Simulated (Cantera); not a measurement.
Input (Python, Cantera):

```python
import numpy as np
import cantera as ct

gas = ct.Solution("gri30.yaml")
gas.TPX = 1175, 13332, {'H2': 1, 'O2': 1, 'N2': 9.8}
reactor = ct.IdealGasConstPressureReactor(gas, energy="off", clone=False)
net = ct.ReactorNet([reactor])
net.rtol, net.atol = 1e-08, 1e-18
show = ['H2', 'O2', 'N2O', 'HO2', 'OH']
times = np.geomspace(1e-05, 1, 9)

steps = ct.SolutionArray(gas, extra=["t"])
rows = []
print(f"{'t/s':>10s}{'T/K':>9s}{'P/Pa':>11s}" + "".join(f"{s:>11s}" for s in show))
for t in times:
    while net.time < t:
        t_next = net.step()
        steps.append(gas.state, t=t_next)
    rows.append([np.interp(t, steps.t, y) for y in (steps.T, steps.P, *steps(*show).X.T)])
    print(f"{t:10.3e}{rows[-1][0]:9.1f}{rows[-1][1]:11.4g}" + "".join(f"{x:11.3e}" for x in rows[-1][2:]))
rate = np.gradient(steps.T, steps.t)
print("integrator steps:", len(steps.t))
if steps.T.max() > steps.T[0] + 200:
    print(f"time of steepest temperature rise: {steps.t[rate.argmax()]:.4e} s")
gas.TPX = 1175, 13332, {'H2': 1, 'O2': 1, 'N2': 9.8}
gas.equilibrate("TP")
print(f"equilibrium (TP): T = {gas.T:.1f} K  " + "  ".join(f"{s} {gas[s].X[0]:.3e}" for s in show))
```

It prints:

```
       t/s      T/K       P/Pa         H2         O2        N2O        HO2         OH
 1.000e-05   1175.0  1.333e+04  8.475e-02  8.475e-02  8.554e-18  4.081e-10  2.183e-11
 4.217e-05   1175.0  1.333e+04  8.475e-02  8.475e-02  9.467e-17  1.740e-09  2.145e-10
 1.778e-04   1175.0  1.333e+04  8.475e-02  8.475e-02  4.881e-15  9.155e-09  8.340e-09
 7.499e-04   1175.0  1.333e+04  5.219e-02  7.051e-02  1.471e-09  5.002e-06  1.760e-03
 3.162e-03   1175.0  1.333e+04  3.246e-03  4.528e-02  2.032e-08  4.524e-06  1.376e-03
 1.334e-02   1175.0  1.333e+04  1.935e-04  4.419e-02  3.902e-08  2.317e-06  2.986e-04
 5.623e-02   1175.0  1.333e+04  8.496e-06  4.423e-02  4.713e-08  2.514e-07  6.456e-05
 2.371e-01   1175.0  1.333e+04  8.370e-07  4.424e-02  4.957e-08  3.098e-08  2.157e-05
 1.000e+00   1175.0  1.333e+04  1.382e-07  4.424e-02  4.981e-08  5.855e-09  9.019e-06
integrator steps: 1615
equilibrium (TP): T = 1175.0 K  H2 8.671e-09  O2 4.421e-02  N2O 2.124e-09  HO2 1.783e-09  OH 2.238e-06
```

Model: GRI-Mech 3.0 (53 species, 325 reactions), integrated in Cantera. The temperature is held fixed by assumption; the heat of reaction is taken as removed at once.
